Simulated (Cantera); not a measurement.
Input: 1 mol SiCl4, 5.1 mol HCl, 4.1 mol H2, 0.77 mol Cl2, equilibrated at 1700000 Pa.

Method: chemical equilibrium by Gibbs-energy minimisation in Cantera with the NASA 1993 tables (ideal gas, pure condensed phases). Candidate condensed phases: Si; 19 gas species. Kinetics and transport are ignored.

Task: At 627 °C, list the 4 most abundant gas species with their mole fractions, and the condensed phases.

Result: HCl 0.605, H2 0.303, SiCl4 0.0910, SiHCl3 0.000130. Condensed: gas only.
